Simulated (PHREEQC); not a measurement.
0.13 g of hydrous ferric oxide (600 m²/g; 0.2 weak and 0.005 strong sites per Fe, Dzombak-Morel constants, diffuse double layer) in 1 kg of water with 0.05 mol/kgw of an inert sodium salt and 6.4e-06 mol H3BO3, at 25 °C; the pH is set by adding NaOH or the inert anion's acid. Oxygen alone is held at its pressure in air (log pO2 = -0.68). No CO2 enters from the air. No solid was allowed to form.

Base run: PHREEQC, ion-association model, wateq4f.dat. Each further column changes one thing. The table gives surface charge σ (C/m²).

```tsv
pH	base	background salt from 0.05 to 0.005 mol/kgw	oxide from 0.13 to 0.65 g/kgw	0.00056 mol/kgw ZnSO4 added
4	0.294	0.183	0.294	0.076
5.5	0.130	0.060	0.130	0.061
6.5	0.058	0.023	0.058	0.048
8	0.003	0.001	0.003	0.065
9.5	-0.046	-0.018	-0.046	0.024
10.5	-0.111	-0.050	-0.111	-0.008
12	-0.281	-0.215	-0.281	-0.137
```

 In at least one series the solution becomes supersaturated in solids that the run did not let form, among them Zn(OH)2-e, Zn4(OH)6SO4.
